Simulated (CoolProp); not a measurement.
Saturation properties of dodecamethylcyclohexasiloxane (D6) (Tc = 645.8 K, pc = 961.4 kPa, ω = 0.736).

The numbers come from the reference Helmholtz-energy equation of state, Colonna 2008 in CoolProp. It is a short technical equation, of lower accuracy than the large ones.

| T (K) | p (kPa) | vapour density (kg/m³) | liquid cp (kJ/(kg K)) |
|---|---|---|---|
| 335.6 | 0.07059 | 0.01126 | 1.644 |
| 339 | 0.08931 | 0.01410 | 1.650 |
| 342.3 | 0.1116 | 0.01744 | 1.657 |
| 345.7 | 0.1395 | … | 1.664 |
| 349.1 | 0.1734 | 0.02659 | 1.670 |
| 352.5 | 0.2143 | 0.03255 | 1.677 |
| 355.8 | 0.2619 | 0.03942 | … |
| 359.2 | … | … | 1.691 |
| 362.6 | 0.3901 | 0.05763 | 1.698 |
| 365.9 | 0.4699 | 0.06881 | … |
| 369.3 | … | 0.08223 | 1.711 |
| 372.7 | 0.6803 | 0.09783 | 1.719 |
| 376 | 0.8088 | 0.1153 | 1.725 |

Problem. Complete the blanks.

Solution. 
- 345.7, vapour density (kg/m³): 0.02160
- 355.8, liquid cp (kJ/(kg K)): 1.684
- 359.2, p (kPa): 0.3205
- 359.2, vapour density (kg/m³): 0.04778
- 365.9, liquid cp (kJ/(kg K)): 1.704
- 369.3, p (kPa): 0.5667

It boils at 518.1 K under 1 atm.
